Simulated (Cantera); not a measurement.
A perfectly stirred reactor is fed with CH4 : N2 = 1 : 2.2 (molar parts), at 0.987 atm; it is held at 1975 K, and followed from long to short residence time.

Model: GRI-Mech 3.0 (53 species, 325 reactions), integrated in Cantera. GRI-Mech 3.0 stops at C3 and has no aromatics, soot or wall deposition, so with more carbon than oxygen in the feed, carbon stays in small species such as C2H2 where larger ones or solid carbon would form.

Question: What does this change do: temperature 1975 to 1350 K?

Answer: 
```
quantity                  before     after
----------------------  --------  --------
x(CH4) at τ = 1.20 s     0.00307     0.298
x(C2H6) at τ = 1.20 s    2.66e-7  0.000327
x(H) at τ = 1.20 s      0.000812   6.37e-8
x(C2H2) at τ = 1.20 s      0.117   0.00408
x(C2H) at τ = 1.20 s     4.63e-6  1.12e-11
x(CH4) at τ = 14.0 ms     0.0269     0.312
x(C2H6) at τ = 14.0 ms   1.71e-5   4.68e-5
x(H) at τ = 14.0 ms     0.000702   1.45e-9
x(C2H2) at τ = 14.0 ms     0.108   1.69e-7
x(C2H) at τ = 14.0 ms    3.99e-6    <1e-12
```
